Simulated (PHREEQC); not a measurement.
## Buffer

A solution holds 0.29 mol/kgw NaHSO4, 0.0021 mol/kgw Na2SO4 and 0.0001 mol/kgw KCl, at 6.9 °C. Closed to the air; pH follows from the charge balance.

Equilibrium calculation in PHREEQC: ion-association model, phreeqc.dat.

Precipitation was switched off in this run.

Q: Predict the pH, activity of water.

A: pH 1.04; activity of water 0.988.

Q: In which forms is K present?

A: K+ 91 %, KSO4- 8.8 % of the K.

Complexes and solids missing from the database can't appear. At this temperature some constants are extrapolated from 25 °C, and those without enthalpy data are left unchanged.
